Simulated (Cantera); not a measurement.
Input: 1 mol TEOS, 2 mol O3, equilibrated at 1527 °C and 0.00133 bar.

Method: chemical equilibrium by Gibbs-energy minimisation in Cantera with the NASA 1993 tables (ideal gas, pure condensed phases). Candidate condensed phases: C, C6H6, C7H8, C8H18, H2O, Si, SiC, SiO2; 123 gas species. The feed counts by its element totals alone. The tables hold silica as quartz up to 1696 K and as liquid above; real silica turns to tridymite and cristobalite and melts near 1996 K. Equilibrium is a limit: real reactors are often held back by kinetics, nucleation or transport.

Base state: H2 0.506, CO 0.423, SiO 0.0319, H2O 0.0261, H 0.00698, CO2 0.00572, OH 2.38e-5 (mole fractions); condensed: SiO2(condensed).

Question: What changes in the equilibrium state with this change: O3 from 2 to 4.3 mol?

Answer: 
```
species                before     after
--------------------  -------  --------
CO                      0.423     0.345
H2O                    0.0261     0.286
H2                      0.506     0.265
CO2                   0.00572    0.0974
SiO                    0.0319   0.00153
OH                    2.38e-5  0.000359
H                     0.00698   0.00505
SiO2(condensed), mol    0.405     0.972
```

Question: What changes in the equilibrium state with this change: TEOS replaced by SiCl4?

Answer: 
```tsv
species	before	after
Cl	0	0.658
O2	5.80e-9	0.334
Cl2	0	0.00579
H2	0.506	0
CO	0.423	0
H2O	0.0261	0
SiO	0.0319	4.20e-6
H	0.00698	0
CO2	0.00572	0
ClO	0	0.000247
OH	2.38e-5	0
SiO2(condensed), mol	0.405	1.000
```

Question: What changes in the equilibrium state with this change: pressure from 0.00133 bar to 0.100 bar?

Answer: 
| species | before | after |
|---|---|---|
| H2 | 0.506 | 0.550 |
| CO | 0.423 | 0.442 |
| SiO | 0.0319 | 0.00382 |
| H2O | 0.0261 | 0.00316 |
| OH | 2.38e-5 | 3.18e-7 |
| CO2 | 0.00572 | 0.000664 |
| H | 0.00698 | 0.000839 |
| SiO2(condensed), mol | 0.405 | 0.931 |
